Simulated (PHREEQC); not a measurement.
A made-up water analysis in mg/kgw, 25 °C, pH 6.22:

```json
[
 {"constituent": "Na", "mg/kgw": "1550"},
 {"constituent": "K", "mg/kgw": "351"},
 {"constituent": "Ca", "mg/kgw": "98.6"},
 {"constituent": "Mg", "mg/kgw": "399"},
 {"constituent": "Cl", "mg/kgw": "3590"},
 {"constituent": "S(6) as SO4", "mg/kgw": "760"},
 {"constituent": "Alkalinity as HCO3", "mg/kgw": "0.151"},
 {"constituent": "Br", "mg/kgw": "28.9"}
]
```

Cl is adjusted to close the charge balance.
Valence states are taken as typed.

The numbers come from PHREEQC with the Pitzer model, pitzer.dat.

```csv
quantity,before,after
CO2 (mol/kgw),3.41e-6,8.49e-7
HCO3- (mol/kgw),3.34e-6,2.63e-6
HSO4- (mol/kgw),1.42e-7,4.50e-8
MgOH+ (mol/kgw),1.63e-8,5.17e-8
MgCO3 (mol/kgw),9.33e-10,2.32e-9
CO3-2 (mol/kgw),7.94e-10,1.97e-9
SI of Gypsum (CaSO4:2H2O),-1.25,-1.25
SI of Epsomite (MgSO4:7H2O),-3.15,-3.15
```

Name the change that produced these shifts.
A. K from 351 to 176 mg/kgw
B. all concentrations times 3 at the same typed pH
C. temperature from 25 to 35 °C at the same typed pH
D. pH from 6.22 to 6.72 at the same alkalinity
E. pH from 6.22 to 5.5 at the same alkalinity

D, pH from 6.22 to 6.72 at the same alkalinity

No solid was allowed to form.
